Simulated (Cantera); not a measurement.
Cantera run, input and output.

```python
import numpy as np
import cantera as ct

gas = ct.Solution("h2o2.yaml")
gas.TPX = 1475, 140000, {'H2': 1, 'O2': 1.52, 'N2': 5.7}
reactor = ct.IdealGasConstPressureReactor(gas, energy="on", clone=False)
net = ct.ReactorNet([reactor])
net.rtol, net.atol = 1e-08, 1e-16
show = ['H2', 'O2', 'H', 'OH', 'O', 'H2O']
times = np.geomspace(2e-06, 9, 16)

steps = ct.SolutionArray(gas, extra=["t"])
rows = []
print(f"{'t/s':>10s}{'T/K':>9s}{'P/Pa':>11s}" + "".join(f"{s:>11s}" for s in show))
for t in times:
    while net.time < t:
        t_next = net.step()
        steps.append(gas.state, t=t_next)
    rows.append([np.interp(t, steps.t, y) for y in (steps.T, steps.P, *steps(*show).X.T)])
    print(f"{t:10.3e}{rows[-1][0]:9.1f}{rows[-1][1]:11.4g}" + "".join(f"{x:11.3e}" for x in rows[-1][2:]))
rate = np.gradient(steps.T, steps.t)
print("integrator steps:", len(steps.t))
if steps.T.max() > steps.T[0] + 200:
    print(f"time of steepest temperature rise: {steps.t[rate.argmax()]:.4e} s")
gas.TPX = 1475, 140000, {'H2': 1, 'O2': 1.52, 'N2': 5.7}
gas.equilibrate("HP")
print(f"equilibrium (HP): T = {gas.T:.1f} K  " + "  ".join(f"{s} {gas[s].X[0]:.3e}" for s in show))
```

It prints:

```
       t/s      T/K       P/Pa         H2         O2          H         OH          O        H2O
 2.000e-06   1475.0    1.4e+05  1.217e-01  1.849e-01  7.553e-07  2.191e-07  2.596e-07  7.542e-07
 5.554e-06   1475.0    1.4e+05  1.215e-01  1.849e-01  5.837e-05  1.764e-05  2.096e-05  8.236e-05
 1.542e-05   1710.0    1.4e+05  1.113e-02  1.206e-01  2.860e-02  1.374e-02  2.964e-02  9.134e-02
 4.282e-05   2064.9    1.4e+05  5.529e-03  1.230e-01  6.930e-03  1.562e-02  1.433e-02  1.103e-01
 1.189e-04   2229.8    1.4e+05  1.872e-03  1.274e-01  1.149e-03  1.087e-02  4.670e-03  1.208e-01
 3.302e-04   2283.6    1.4e+05  6.553e-04  1.296e-01  2.270e-04  6.821e-03  1.621e-03  1.250e-01
 9.169e-04   2287.6    1.4e+05  5.719e-04  1.298e-01  1.848e-04  6.405e-03  1.415e-03  1.253e-01
 2.546e-03   2287.7    1.4e+05  5.718e-04  1.298e-01  1.848e-04  6.405e-03  1.415e-03  1.253e-01
 7.070e-03   2287.7    1.4e+05  5.718e-04  1.298e-01  1.848e-04  6.405e-03  1.415e-03  1.253e-01
 1.963e-02   2287.7    1.4e+05  5.718e-04  1.298e-01  1.848e-04  6.405e-03  1.415e-03  1.253e-01
 5.451e-02   2287.7    1.4e+05  5.718e-04  1.298e-01  1.848e-04  6.405e-03  1.415e-03  1.253e-01
 1.514e-01   2287.7    1.4e+05  5.718e-04  1.298e-01  1.848e-04  6.405e-03  1.415e-03  1.253e-01
 4.203e-01   2287.7    1.4e+05  5.718e-04  1.298e-01  1.848e-04  6.405e-03  1.415e-03  1.253e-01
 1.167e+00   2287.7    1.4e+05  5.718e-04  1.298e-01  1.848e-04  6.405e-03  1.415e-03  1.253e-01
 3.241e+00   2287.7    1.4e+05  5.718e-04  1.298e-01  1.848e-04  6.405e-03  1.415e-03  1.253e-01
 9.000e+00   2287.7    1.4e+05  5.718e-04  1.298e-01  1.848e-04  6.405e-03  1.415e-03  1.253e-01
integrator steps: 1116
time of steepest temperature rise: 1.2303e-05 s
equilibrium (HP): T = 2287.7 K  H2 5.718e-04  O2 1.298e-01  H 1.848e-04  OH 6.405e-03  O 1.415e-03  H2O 1.253e-01
```

Computed with Cantera and the H2/O2 subset of GRI-Mech 3.0, which has no nitrogen chemistry.
